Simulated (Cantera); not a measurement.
Feed: 1 mol SiHCl3, a varied amount of Cl2, 9.9 mol N2, at 0.133 bar.

Equilibrium computed with Cantera from the NASA thermochemical tables; the gas is ideal and each condensed phase is pure. Candidate condensed phases: NH4Cl, Si, Si3N4; 28 gas species. N2 is the only nitrogen source here; it is nearly inert below about 1500 K, so the nitride shown seldom forms there in practice. The tables' values for SiCl3 are old estimates. Equilibrium is a limit: real reactors are often held back by kinetics, nucleation or transport.

**Question.** What condenses at these points (T in °C, n(Cl2) in mol): (1175, 0.27); (1125, 0.023); (1425, 0.4); (1275, 0.27); (1175, 0.18)?

**Answer.** 
| T (°C) | n(Cl2) in mol | condensed phases | Si condensed (%) |
|---|---|---|---|
| 1175 | 0.27 | Si3N4 | 25.4 |
| 1125 | 0.023 | Si3N4 | 41.5 |
| 1425 | 0.4 | gas only | 0.0 |
| 1275 | 0.27 | Si3N4 | 10.9 |
| 1175 | 0.18 | Si3N4 | 30.2 |
